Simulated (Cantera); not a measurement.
# Catalytic combustion on Pt

An isothermal plug-flow reactor at 525 K and 5.00 bar (inlet), inlet velocity 0.77 m/s, active area per volume 3400 1/m; feed 1.09 % H2, 10.9 % O2, 88.0 % N2, equivalence ratio 0.050.

Computed with Cantera and Deutschmann's 1995 Pt surface mechanism with GRI-Mech 3.0 gas chemistry. Catalytic surfaces can have several steady states; this one follows from the mechanism file's or the stated starting coverage. Mass transfer to the wall is taken as infinitely fast.

```json
[
 {"z (m)": "0.00017", "x H2": "0.00259", "x O2": "0.105", "x H2O": "0.00837", "θ free Pt": "0.0371", "θ O*": "0.925", "θ OH*": "0.0375"},
 {"z (m)": "0.0003", "x H2": "0.00163", "x O2": "0.105", "x H2O": "0.00934", "θ free Pt": "0.0234", "θ O*": "0.945", "θ OH*": "0.0311"},
 {"z (m)": "0.00053", "x H2": "0.000979", "x O2": "0.105", "x H2O": "0.00999", "θ free Pt": "0.0141", "θ O*": "0.961", "θ OH*": "0.0249"},
 {"z (m)": "0.00094", "x H2": "0.000572", "x O2": "0.105", "x H2O": "0.0104", "θ free Pt": "0.00827", "θ O*": "0.972", "θ OH*": "0.0194"},
 {"z (m)": "0.0017", "x H2": "0.000323", "x O2": "0.104", "x H2O": "0.0107", "θ free Pt": "0.00467", "θ O*": "0.981", "θ OH*": "0.0148"},
 {"z (m)": "0.003", "x H2": "0.000185", "x O2": "0.104", "x H2O": "0.0108", "θ free Pt": "0.00268", "θ O*": "0.986", "θ OH*": "0.0112"},
 {"z (m)": "0.0053", "x H2": "0.000105", "x O2": "0.104", "x H2O": "0.0109", "θ free Pt": "0.00153", "θ O*": "0.990", "θ OH*": "0.00853"},
 {"z (m)": "0.0094", "x H2": "5.95e-5", "x O2": "0.104", "x H2O": "0.0109", "θ free Pt": "0.000864", "θ O*": "0.993", "θ OH*": "0.00643"},
 {"z (m)": "0.017", "x H2": "3.29e-5", "x O2": "0.104", "x H2O": "0.0109", "θ free Pt": "0.000480", "θ O*": "0.995", "θ OH*": "0.00480"}
]
```
x: gas mole fraction; θ: surface coverage.
